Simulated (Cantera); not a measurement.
Input (Python, Cantera) and output of one run.

```python
import numpy as np
import cantera as ct

gas_names = [...]  # 110 gases of nasa_gas.yaml made of C, H, O
cond_names = """
    C(gr) C6H6(L) C7H8(L) C8H18(L),n-octa H2O(s) H2O(L)
""".split()


# ... load() reads the species with a 1 bar reference pressure and builds the phases ...
atoms = {
    'C': {'C': 1},
    'H2O': {'H': 2, 'O': 1},
    'H2': {'H': 2},
}
top_T = {'C(gr)': 4500}  # K; cautious upper limits of use, not melting points


# ... equilibrate(T, P, feed) seeds the gas with the atoms and calls Mixture.equilibrate('TP', solver="vcs", rtol=1e-11, max_steps=5000) ...
results = []
feed = {'C': 1, 'H2O': 0.49, 'H2': 62}  # mol
T = 2275  # K
P = 1000000  # Pa
mix = equilibrate(T, P, feed)
results.append((T, P, feed, dict(zip(mix.species_names, mix.species_moles))))
print(gas.report(threshold=1e-06))
for i in range(1, mix.n_phases):
    print(f"{mix.phase(i).name:16s} {mix.phase_moles(i):12.5e} mol")
```

Result:

```
       temperature   2275 K
          pressure   1e+06 Pa
           density   0.1225 kg/m^3
  mean mol. weight   2.3172 kg/kmol
   phase of matter   gas

                          1 kg             1 kmol
                     ---------------   ---------------
          enthalpy        2.7268e+07        6.3184e+07  J
   internal energy        1.9105e+07        4.4268e+07  J
           entropy             75847        1.7575e+05  J/K
    Gibbs function       -1.4528e+08       -3.3664e+08  J
 heat capacity c_p             15250             35337  J/K
 heat capacity c_v             11662             27023  J/K

                      mass frac. Y      mole frac. X     chem. pot. / RT
                     ---------------   ---------------   ---------------
               CH3        0.00064305        9.9105e-05           -29.582
               CH4          0.013431         0.0019399           -38.388
                CO          0.094067         0.0077818           -36.546
    C2H2,acetylene           0.03336         0.0029687            -23.94
        C2H3,vinyl        1.4697e-05        1.2592e-06           -32.746
              C2H4        0.00061882        5.1112e-05           -41.552
      C3H4,propyne        2.0833e-05        1.2049e-06           -44.716
              C4H2        7.9097e-05        3.6612e-06           -30.269
                 H         0.0011588         0.0026638           -8.8059
                H2           0.85653           0.98448           -17.612
               H2O        3.0156e-05        3.8787e-06           -50.994
     [  +99 minor]        4.6628e-05         3.578e-06

C(gr)             0.00000e+00 mol
```

Equilibrium computed with Cantera from the NASA thermochemical tables; the gas is ideal and each condensed phase is pure.
